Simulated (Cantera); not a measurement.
A closed system holds: 1 mol SiH4, 44 mol N2O, 9.5 mol H2, equilibrated at 1075 °C and 1.33 mbar.

Method: chemical equilibrium by Gibbs-energy minimisation in Cantera with the NASA 1993 tables (ideal gas, pure condensed phases). Candidate condensed phases: H2O, Si, SiO2, Si2N2O, Si3N4; 35 gas species. The tables hold silica as quartz up to 1696 K and as liquid above; real silica turns to tridymite and cristobalite and melts near 1996 K. Equilibrium is a limit: real reactors are often held back by kinetics, nucleation or transport.

Base state: N2 0.622, O2 0.215, H2O 0.162, NO 0.000481, OH 0.000120 (mole fractions); condensed: SiO2(β-quartz).

Problem. What changes in the equilibrium state with this change: SiH4 replaced by SiH2Cl2?

Solution. 
| species | before | after |
|---|---|---|
| N2 | 0.622 | 0.613 |
| O2 | 0.215 | 0.226 |
| H2O | 0.162 | 0.133 |
| HCl | 0 | 0.0267 |
| Cl | 0 | 0.00115 |
| OH | 0.000120 | 0.000110 |
| NO | 0.000481 | 0.000489 |
| SiO2(β-quartz), mol | 1.00 | 1.00 |
Further candidate phases: NH4Cl.
